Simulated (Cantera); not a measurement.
An adiabatic, constant-pressure homogeneous reactor starts with CO : H₂ : O₂ : N₂ : H₂O = 1 : 0.62 : 0.352 : 1.32 : 0.1 (molar parts), equivalence ratio 2.3, at 1100 K and 480000 Pa. Integrator tolerance rtol = 1e-08.

Computed with Cantera and GRI-Mech 3.0 (53 species, 325 reactions). The hydrogen kinetics of GRI-Mech 3.0 are dated; newer H2 mechanisms differ, most at raised pressure.

Q: What does this change do: CO 1 to 2.1 parts?

A: 
```csv
quantity,before,after
time of steepest temperature rise,0.205 ms,0.167 ms
temperature at 1.00 s,2569 K,2267 K
equilibrium temperature,2569 K,2267 K
x(CO) at 1.00 s,0.234 (gas-phase equilibrium 0.234),0.411 (gas-phase equilibrium 0.411)
x(H₂) at 1.00 s,0.0657 (gas-phase equilibrium 0.0657),0.0757 (gas-phase equilibrium 0.0757)
x(O₂) at 1.00 s,9.24e-5 (gas-phase equilibrium 9.24e-5),1.02e-6 (gas-phase equilibrium 1.02e-6)
x(NO) at 1.00 s,0.000403 (gas-phase equilibrium 0.000403),2.06e-5 (gas-phase equilibrium 2.06e-5)
x(OH) at 1.00 s,0.00226 (gas-phase equilibrium 0.00226),0.000203 (gas-phase equilibrium 0.000203)
x(H₂O₂) at 1.00 s,2.87e-8 (gas-phase equilibrium 2.87e-8),8.77e-10 (gas-phase equilibrium 8.77e-10)
x(HO₂) at 1.00 s,9.89e-8 (gas-phase equilibrium 9.89e-8),1.11e-9 (gas-phase equilibrium 1.11e-9)
```

Q: What does this change do: initial temperature 1100 to 1548 K?

A: 
```csv
quantity,before,after
time of steepest temperature rise,0.205 ms,3.51 µs
temperature at 1.00 s,2569 K,2852 K
equilibrium temperature,2569 K,2852 K
x(CO) at 1.00 s,0.234 (gas-phase equilibrium 0.234),0.238 (gas-phase equilibrium 0.238)
x(H₂) at 1.00 s,0.0657 (gas-phase equilibrium 0.0657),0.0627 (gas-phase equilibrium 0.0627)
x(O₂) at 1.00 s,9.24e-5 (gas-phase equilibrium 9.24e-5),0.000983 (gas-phase equilibrium 0.000983)
x(NO) at 1.00 s,0.000403 (gas-phase equilibrium 0.000403),0.00200 (gas-phase equilibrium 0.00200)
x(OH) at 1.00 s,0.00226 (gas-phase equilibrium 0.00226),0.00853 (gas-phase equilibrium 0.00853)
x(H₂O₂) at 1.00 s,2.87e-8 (gas-phase equilibrium 2.87e-8),1.52e-7 (gas-phase equilibrium 1.52e-7)
x(HO₂) at 1.00 s,9.89e-8 (gas-phase equilibrium 9.89e-8),1.07e-6 (gas-phase equilibrium 1.07e-6)
```
